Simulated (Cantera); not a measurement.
Diamond growth

A diamond (100) surface in a fixed gas of H2 with x(CH4) = 0.0024, x(H) = 0.0006, x(CH3) = 0.00028, 0.109 atm; coverages are run to steady state.

Detailed kinetics in Cantera: the Harris–Goodwin 1993 mechanism for the reconstructed diamond (100) surface.

```
T (K)  growth (µm/h)  θ c6HH   θ c6H*  θ c6*H   θ c6**    θ c6HM
-----  -------------  ------  -------  ------  -------  --------
900             6.23   0.476  0.00709   0.198  0.00256     0.254
950             8.41   0.474   0.0102   0.241  0.00404     0.207
1000            10.3   0.473   0.0140   0.287  0.00605     0.160
1050            10.5   0.479   0.0189   0.338  0.00865     0.107
1100            8.37   0.486   0.0246   0.390   0.0118    0.0567
1150            5.46   0.483   0.0304   0.431   0.0148    0.0236
1200            3.54   0.473   0.0357   0.456   0.0175   0.00861
1250            2.68   0.462   0.0403   0.470   0.0195   0.00304
1300            2.31   0.454   0.0445   0.475   0.0210   0.00108
1350            1.96   0.451   0.0482   0.476   0.0221  0.000390
1400            1.39   0.452   0.0515   0.472   0.0227  0.000145
```
θ: site fractions in the mechanism's names (c6HH fully hydrogenated, c6H* and c6*H radical sites, c6** diradical, c6HM methylated).
